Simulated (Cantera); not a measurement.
A closed system holds: 1 mol Si3N4, 6.4 mol HCl, 1.1 mol N2, at 1898 K and 12.0 Pa.

These are equilibrium values from Cantera (NASA tables, ideal gas, pure condensed phases), not measurements of a reactor. Candidate condensed phases: NH4Cl, Si, Si3N4; 28 gas species. The tables' values for SiCl, SiCl3, SiN are old estimates; treat these amounts as uncertain. Rates play no part.

Base state: N2 0.295, SiCl2 0.208, H2 0.208, HCl 0.161, Si 0.0634, H 0.0325, Cl 0.0190, SiCl 0.0122 (mole fractions); condensed: gas only.

Q: What changes in the equilibrium state with this change: Si3N4 replaced by AlN?

A: 
| species | before | after |
|---|---|---|
| HCl | 0.161 | 0.502 |
| N2 | 0.295 | 0.180 |
| AlCl | 0 | 0.0979 |
| SiCl2 | 0.208 | 0 |
| Si | 0.0634 | 0 |
| SiCl | 0.0122 | 0 |
| AlCl2 | 0 | 0.0112 |
| Cl | 0.0190 | 0.0868 |
| H2 | 0.208 | 0.0971 |
| H | 0.0325 | 0.0222 |
| AlCl3 | 0 | 0.00310 |
| Si2 | 0.000314 | 0 |
| SiH | 0.000276 | 0 |
The tables' values for AlCl2 are old estimates; treat these amounts as uncertain. Further candidate phases: Al, AlCl3, AlN.

Q: What changes in the equilibrium state with this change: HCl from 6.4 to 4.2 mol?

A: 
```
species       before     after
----------  --------  --------
N2             0.295     0.368
SiCl2          0.208     0.180
H2             0.208     0.179
HCl            0.161     0.109
Si            0.0634     0.102
Cl            0.0190    0.0139
SiCl          0.0122    0.0144
H             0.0325    0.0302
Si3          4.38e-5  0.000185
Si2N        0.000114  0.000332
Si2         0.000314  0.000818
SiN         0.000127  0.000229
Si(l), mol         0     0.467
```
The tables' values for SiCl, SiN, SiCl3 are old estimates; treat these amounts as uncertain. Gases not in the tables: Si2H6 and higher silanes.
